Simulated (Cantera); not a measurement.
An isothermal, constant-pressure homogeneous reactor starts with 2.71 % C₂H₆, 97.3 % H₂, at 1050 K and 39.0 Torr.

Cantera simulation using GRI-Mech 3.0 (53 species, 325 reactions); the numbers are that mechanism's predictions, not measurements. GRI-Mech 3.0 stops at C3 and has no aromatics, soot or wall deposition, so with more carbon than oxygen in the feed, carbon stays in small species such as C2H2 where larger ones or solid carbon would form.

x: mole fraction; the columns are a selection and need not sum to one.

```csv
t (s),x C₂H₆,x H₂,x CH₂,x CH₃,x CH₄
1.00e-5,0.0271,0.973,<1e-12,(withheld),8.13e-11
3.98e-5,0.0271,0.973,<1e-12,(withheld),1.18e-9
0.000159,0.0271,0.973,<1e-12,(withheld),1.36e-8
0.000632,0.0271,0.973,<1e-12,1.88e-8,9.34e-8
0.00252,0.0271,0.973,<1e-12,1.96e-8,4.34e-7
0.0100,0.0271,0.973,<1e-12,(withheld),2.18e-6
0.0399,0.0267,0.973,<1e-12,(withheld),3.13e-5
0.159,0.0233,0.973,<1e-12,(withheld),0.000584
0.633,0.0126,0.972,<1e-12,(withheld),0.00272
2.52,0.00247,0.971,<1e-12,(withheld),0.00529
10.0,0.00118,0.970,<1e-12,(withheld),0.00729
40.0,0.000986,0.967,<1e-12,(withheld),0.0126
```

Q: Complete the blanks.

A: 
- 1.00e-5, x CH₃: 1.69e-9
- 3.98e-5, x CH₃: 5.89e-9
- 0.000159, x CH₃: 1.46e-8
- 0.0100, x CH₃: 3.21e-8
- 0.0399, x CH₃: 1.98e-7
- 0.159, x CH₃: 6.36e-7
- 0.633, x CH₃: 4.61e-7
- 2.52, x CH₃: 2.10e-7
- 10.0, x CH₃: 1.82e-7
- 40.0, x CH₃: 2.67e-7
